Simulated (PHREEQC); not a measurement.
Solution (25 °C): 6.1 mmol/kgw ZnSO4. Closed to the air; pH follows from the charge balance.

Computed with PHREEQC (ion-association model, phreeqc.dat).

Precipitation was switched off in this run.

Q: Estimate the pH.

A: pH 5.81.

Q: In which forms is S present?

A: SO4-2 72 %, ZnSO4 26 %, Zn(SO4)2-2 1.9 % of the S.
